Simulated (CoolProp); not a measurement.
Saturated liquid density (kg/m³) of hydrogen sulfide: the reference equation beside estimates from Tc = 100.0 °C, pc = 8999 kPa, ω = 0.101. Rackett uses Z = 0.29056 − 0.08775 ω.

Model: reference Helmholtz-energy equation of state, Lemmon 2006, in CoolProp. It is a short technical equation, of lower accuracy than the large ones.

```tsv
T (°C)	reference	Rackett	Redlich-Kwong	Soave-Redlich-Kwong	Peng-Robinson
2.05	828.6	832.9	783.9	793.0	898.8
8.05	815.3	820.1	768.4	778.0	882.0
14.05	801.6	806.9	752.2	762.2	864.3
20.05	787.4	793.2	735.4	745.8	845.8
26.15	772.3	778.8	717.6	728.3	826.0
32.15	756.9	764.1	699.2	710.2	805.5
38.15	740.7	748.7	680.0	691.2	783.7
44.25	723.4	732.3	659.4	670.7	760.2
50.25	705.4	715.3	638.1	649.3	735.6
56.25	686.1	697.1	615.4	626.4	709.1
```

Absolute difference from the reference over all 10 rows, mean and median: Rackett 1.0 and 0.9 %, Redlich-Kwong 7.6 and 7.4 %, Soave-Redlich-Kwong 6.2 and 5.9 %, Peng-Robinson 6.4 and 6.7 %.
